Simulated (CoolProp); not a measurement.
Vapour-liquid equilibrium of benzene (1) + o-xylene (2) at 0.00505 MPa; x and y are mole fractions of (1).

Values from CoolProp's multi-fluid Helmholtz-energy mixture model, Thol 2012 and Zhou 2012; pair parameters Bell 2016.

| x | bubble temperature, mixture model (°C) | bubble temperature, Raoult's law (°C) | y, mixture model | y, Raoult's law |
|---|---|---|---|---|
| 0.05 | ? | 50.0 | ? | 0.358 |
| 0.15 | 39.0 | 38.5 | ? | 0.680 |
| 0.25 | 29.6 | 30.8 | 0.833 | 0.815 |
| 0.35 | ? | 25.1 | 0.905 | 0.884 |
| 0.45 | 18.1 | 20.7 | 0.940 | 0.925 |
| 0.55 | ? | 17.1 | 0.960 | 0.950 |
| 0.65 | 12.3 | 14.2 | 0.972 | 0.968 |
| 0.75 | ? | 11.6 | 0.980 | 0.981 |
| 0.85 | 8.9 | 9.4 | 0.988 | 0.990 |
| 0.95 | 7.3 | 7.4 | 0.996 | 0.997 |

Task: What belongs in the gaps?

Result: 
- 0.05, bubble temperature, mixture model (°C): 51.4
- 0.05, y, mixture model: 0.314
- 0.15, y, mixture model: 0.676
- 0.35, bubble temperature, mixture model (°C): 22.9
- 0.55, bubble temperature, mixture model (°C): 14.7
- 0.75, bubble temperature, mixture model (°C): 10.5

The largest gap from Raoult's law is -2.6 K in bubble temperature, at x = 0.45. No azeotrope shows between x = 0.05 and 0.95.

Pair parameters are fitted to limited data, so mixtures are less certain than the pure fluids. The gap from Raoult's law changes sign with composition, which may be real or a fault of the pair parameters; it wasn't checked against measurements.
